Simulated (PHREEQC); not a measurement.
## Alkaline etch or developer (model solution)

Dissolve 0.016 mol/kgw LiOH, 5.2e-05 mol/kgw K2SiO3 and 0.00056 mol/kgw K2CO3 at 55 °C. Closed to the air; pH follows from the charge balance.

The numbers come from PHREEQC with the ion-association model, wateq4f.dat.

| Quantity | Value |
|---|---|
| pH | 11.29 |
| ionic strength | 0.0178 mol/kgw |
| total alkalinity | 17.2 meq/kg |

```json
[
 {"species": "OH-", "molality": "0.0161", "activity": "0.0139", "log γ": "-0.062"},
 {"species": "Li+", "molality": "0.0160", "activity": "0.0140", "log γ": "-0.057"},
 {"species": "K+", "molality": "0.00122", "activity": "0.00106", "log γ": "-0.062"},
 {"species": "CO3-2", "molality": "0.000534", "activity": "0.000313", "log γ": "-0.232"},
 {"species": "H3SiO4-", "molality": "4.67e-5", "activity": "4.05e-5", "log γ": "-0.061"},
 {"species": "HCO3-", "molality": "2.60e-5", "activity": "2.28e-5", "log γ": "-0.058"},
 {"species": "H2SiO4-2", "molality": "4.77e-6", "activity": "2.79e-6", "log γ": "-0.232"},
 {"species": "H4SiO4", "molality": "5.83e-7", "activity": "5.86e-7", "log γ": "0.002"}
]
```

This is a speciation only: nothing precipitates in the calculation. Species that the database lacks are ignored. Constants without temperature data keep their 25 °C values here.
